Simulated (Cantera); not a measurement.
# Thermodynamics of metals in furnace atmospheres, feed Pb + NH3 + H2

Charge: 1 mol Pb, 3.4 mol NH3, a varied amount of H2, equilibrated at 1625 °C and 1 atm.

These are equilibrium values from Cantera (NASA tables, ideal gas, pure condensed phases), not measurements of a reactor. Candidate condensed phases: Pb; 11 gas species. Kinetics and transport are ignored.

```json
[
 {"n(H2) (mol)": "2.7", "x H2": "0.742", "x N2": "0.162", "x Pb": "0.0951", "x H": "0.000670", "x Pb2": "5.48e-5"},
 {"n(H2) (mol)": "4.5", "x H2": "0.780", "x N2": "0.138", "x Pb": "0.0812", "x H": "0.000687", "x Pb2": "4.00e-5"},
 {"n(H2) (mol)": "7.4", "x H2": "0.822", "x N2": "0.112", "x Pb": "0.0657", "x H": "0.000705", "x Pb2": "2.62e-5"},
 {"n(H2) (mol)": "12", "x H2": "0.863", "x N2": "0.0858", "x Pb": "0.0505", "x H": "0.000722", "x Pb2": "1.54e-5"},
 {"n(H2) (mol)": "20", "x H2": "0.902", "x N2": "0.0611", "x Pb": "0.0359", "x H": "0.000738", "x Pb2": "7.83e-6"},
 {"n(H2) (mol)": "34", "x H2": "0.935", "x N2": "0.0407", "x Pb": "0.0239", "x H": "0.000752", "x Pb2": "3.46e-6"},
 {"n(H2) (mol)": "55", "x H2": "0.956", "x N2": "0.0271", "x Pb": "0.0159", "x H": "0.000760", "x Pb2": "1.54e-6"},
 {"n(H2) (mol)": "92", "x H2": "0.972", "x N2": "0.0170", "x Pb": "0.0100", "x H": "0.000767", "x Pb2": "6.08e-7"}
]
```
x: gas mole fraction; nothing condenses.

From 2.7 mol H2 to 92 mol H2 nothing is condensed. The main Pb-bearing gas is Pb throughout.
